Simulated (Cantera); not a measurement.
Input: 1 mol borazine, 0.45 mol O₂, 8.2 mol N₂, equilibrated at 7.50 Torr.

Equilibrium computed with Cantera from the NASA thermochemical tables; the gas is ideal and each condensed phase is pure. Candidate condensed phases: B, BN, B₂O₃, B₃O₃H₃, H₂O; 39 gas species. The feed counts by its element totals alone. The numbers say what is thermodynamically allowed, not how fast it happens. All values below are at 1823 K.

Base state: N₂ 0.715, H₂ 0.235, HBO 0.0240, B₂O₂ 0.00889, B₂O₃ 0.00790, BO 0.00372, HBO₂ 0.00286, H 0.00210 (mole fractions); condensed: BN(s).

### Question
What changes in the equilibrium state with this change: borazine replaced by B?

### Answer
```
species      before   after
----------  -------  ------
N₂            0.715   0.956
B₂O₃        0.00790  0.0230
B₂O₂        0.00889  0.0164
H₂            0.235       0
HBO          0.0240       0
HBO₂        0.00286       0
H           0.00210       0
H₂O         7.94e-5       0
BN(s), mol     2.23   0.293
```
